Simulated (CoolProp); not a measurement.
Water at 561.28 K and 11 MPa flows at 3.5 m/s in a round tube of 1 mm bore and 0.25 µm roughness, fully developed (64/Re and Nu = 3.66 if laminar; Colebrook and Gnielinski if turbulent). Each further row changes one setting.

The numbers come from the reference Helmholtz-energy equation of state, Wagner 2002 in CoolProp.

```tsv
case	Reynolds number	Darcy friction factor	pressure drop (Pa/m)	heat-transfer coefficient (W/(m² K))	mass flow (kg/h)
as stated	28300	0.0244	111000	44000	___
velocity 7 m/s	56600	___	___	___	14.7
diameter 2 mm	56600	___	___	___	___
```

Q: What belongs in the gaps?

A: 
- as stated, mass flow (kg/h): 7.35
- velocity 7 m/s, Darcy friction factor: 0.0212
- velocity 7 m/s, pressure drop (Pa/m): 386000
- velocity 7 m/s, heat-transfer coefficient (W/(m² K)): 77500
- diameter 2 mm, Darcy friction factor: 0.0208
- diameter 2 mm, pressure drop (Pa/m): 47300
- diameter 2 mm, heat-transfer coefficient (W/(m² K)): 37900
- diameter 2 mm, mass flow (kg/h): 29.4

Viscosity comes from a separate model (Huber 2009). Thermal conductivity comes from a separate model (Huber 2012).
